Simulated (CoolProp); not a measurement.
A Linde-Hampson liquefier for CF4 (R14): isothermal reversible compression at 280 K from 1 atm to 25 MPa, throttling to 1 atm, return gas leaving the recuperator 5 K below the feed. Each further row changes one setting.

Values from CoolProp's reference Helmholtz-energy equation of state, Platzer 1990. This equation is an older, rougher fit; its heat capacities, sound speeds and derivatives of the liquid may be far off and weren't checked against measurements.

| case | liquid yield per pass | compression work (kJ/kg of gas) |
|---|---|---|
| as stated | 0.330 | 126 |
| high pressure 50 MPa | … | … |
| warm-end temperature 310 K | … | 147 |
| warm-end gap 10 K | 0.319 | 126 |

Problem. Complete the blanks.

Solution. 
- high pressure 50 MPa, liquid yield per pass: 0.323
- high pressure 50 MPa, compression work (kJ/kg of gas): 148
- warm-end temperature 310 K, liquid yield per pass: 0.252
